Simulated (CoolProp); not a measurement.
A simple Rankine cycle with n-perfluoropentane: condensing at 326.15 K, boiler at 1.25 MPa, turbine inlet 397.7 K, turbine efficiency 0.75, pump efficiency 0.8, no recuperator. Each further row changes one setting.

Computed with CoolProp (reference Helmholtz-energy equation of state, Gao 2022).

```
case                             thermal efficiency (%)  net work (kJ/kg)  heat in (kJ/kg)  turbine exit temperature (K)  volume ratio over the turbine
-------------------------------  ----------------------  ----------------  ---------------  ----------------------------  -----------------------------
as stated                                           8.1              10.9              134                         370.5                           7.62
turbine inlet 417.7 K                               7.8               ___              157                         393.3                           6.80
condensing temperature 318.15 K                     8.9               ___              143                         367.8                            ___
boiler pressure 0.875 MPa                           6.7              9.49              141                           ___                           4.48
turbine efficiency 0.65                             7.0              9.35              134                           ___                           7.67
```

What belongs in the gaps?


- turbine inlet 417.7 K, net work (kJ/kg): 12.2
- condensing temperature 318.15 K, net work (kJ/kg): 12.8
- condensing temperature 318.15 K, volume ratio over the turbine: 9.88
- boiler pressure 0.875 MPa, turbine exit temperature (K): 379.5
- turbine efficiency 0.65, turbine exit temperature (K): 372.2
